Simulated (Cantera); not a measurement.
An isothermal, constant-pressure homogeneous reactor starts with 35.7 % CH₄, 64.3 % H₂O, at 1798 K and 3.40 bar.

Detailed kinetics in Cantera: GRI-Mech 3.0 (53 species, 325 reactions).

x: mole fraction; the columns are a selection and need not sum to one.

| t (s) | x CH₄ | x H₂O | x C₂H | x C₂H₆ | x HO₂ |
|---|---|---|---|---|---|
| 0.000200 | 0.269 | 0.608 | 5.94e-8 | 0.00200 | 3.61e-12 |
| 0.000557 | (withheld) | 0.564 | (withheld) | (withheld) | 2.76e-12 |
| 0.00155 | 0.118 | 0.518 | 2.23e-7 | 0.000242 | 2.08e-12 |
| 0.00431 | 0.0633 | 0.471 | 2.52e-7 | 6.55e-5 | 1.69e-12 |
| 0.0120 | 0.0382 | 0.411 | 2.20e-7 | 2.31e-5 | 1.24e-12 |
| 0.0334 | (withheld) | (withheld) | (withheld) | (withheld) | <1e-12 |
| 0.0928 | 0.0212 | 0.248 | 6.38e-8 | 5.80e-6 | <1e-12 |
| 0.258 | 0.0115 | 0.187 | 1.71e-8 | 1.63e-6 | <1e-12 |
| 0.719 | 0.00341 | 0.160 | 1.39e-9 | 1.38e-7 | <1e-12 |
| 2.00 | 0.000213 | 0.154 | 5.19e-12 | 5.33e-10 | <1e-12 |

### Question
Complete the blanks.

### Answer

- 0.000557, x CH₄: 0.193
- 0.000557, x C₂H: 1.54e-7
- 0.000557, x C₂H₆: 0.000766
- 0.0334, x CH₄: 0.0296
- 0.0334, x H₂O: 0.331
- 0.0334, x C₂H: 1.40e-7
- 0.0334, x C₂H₆: 1.24e-5
